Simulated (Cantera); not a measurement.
A closed system holds: 1 mol SiCl4, 0.047 mol CH4, 16 mol H2, at 10000 Pa.

Method: chemical equilibrium by Gibbs-energy minimisation in Cantera with the NASA 1993 tables (ideal gas, pure condensed phases). Candidate condensed phases: C, C6H6, C7H8, C8H18, Si, SiC; 109 gas species. Mutual solubility and eutectic melting of coexisting phases are not modelled. Gases not in the tables: Si2H6 and higher silanes. Equilibrium is a limit: real reactors are often held back by kinetics, nucleation or transport.

Problem. Which condensed phases are stable at each of these points (T (K)): 900, 1000, 1100, 1200, 1300, 1400, 1500, 1600, 1700, 1800, 1900, 2000, 2100?

Solution. 
| T (K) | condensed phases | Si condensed (%) |
|---|---|---|
| 900 | SiC(s) | 4.4 |
| 1000 | SiC(s) | 4.7 |
| 1100 | Si(s) + SiC(s) | 4.8 |
| 1200 | Si(s) + SiC(s) | 10.3 |
| 1300 | Si(s) + SiC(s) | 11.5 |
| 1400 | Si(s) + SiC(s) | 8.7 |
| 1500 | Si(s) + SiC(s) | 5.5 |
| 1600 | SiC(s) | 4.7 |
| 1700 | SiC(s) | 4.7 |
| 1800 | Si(l) + SiC(s) | 6.3 |
| 1900 | Si(l) + SiC(s) | 10.3 |
| 2000 | Si(l) + SiC(s) | 13.3 |
| 2100 | Si(l) + SiC(s) | 14.3 |

From 900 K to 1000 K the condensed part is SiC(s). From 1100 K to 1500 K the condensed part is Si(s) + SiC(s). From 1600 K to 1700 K the condensed part is SiC(s). From 1800 K to 2100 K the condensed part is Si(l) + SiC(s).
